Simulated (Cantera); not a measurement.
Feed: 1 mol Si, 4.4 mol N2O, 15 mol N2, 1.6 mol CO2, equilibrated at 1.20 mbar.

These are equilibrium values from Cantera (NASA tables, ideal gas, pure condensed phases), not measurements of a reactor. Candidate condensed phases: C, Si, SiC, SiO2, Si2N2O, Si3N4; 34 gas species. The tables hold silica as quartz up to 1696 K and as liquid above; real silica turns to tridymite and cristobalite and melts near 1996 K. The numbers say what is thermodynamically allowed, not how fast it happens.

Problem. At 1823 K, list the 4 most abundant gas species with their mole fractions, and the condensed phases.

Solution. N2 0.871, CO2 0.0697, O2 0.0534, NO 0.00238. Condensed: SiO2(condensed).
